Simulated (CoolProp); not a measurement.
Vapour-liquid equilibrium of propylene (1) + n-hexane (2) at 1.47 bar; x and y are mole fractions of (1).

Computed with CoolProp (multi-fluid Helmholtz-energy mixture model, Lemmon 2013 and Thol 2019; pair parameters Bell 2016).

### Question
Give the bubble temperature and the first vapour's composition at x = 0.05, 0.15, 0.85. Is there an azeotrope?

### Answer
x = 0.05: 43.4 °C, y = 0.712; x = 0.15: 9.8 °C, y = 0.936; x = 0.85: -34.8 °C, y = 0.999. No azeotrope shows between x = 0.05 and 0.95.

Pair parameters are fitted to limited data, so mixtures are less certain than the pure fluids. The gap from Raoult's law changes sign with composition, which may be real or a fault of the pair parameters; it wasn't checked against measurements.
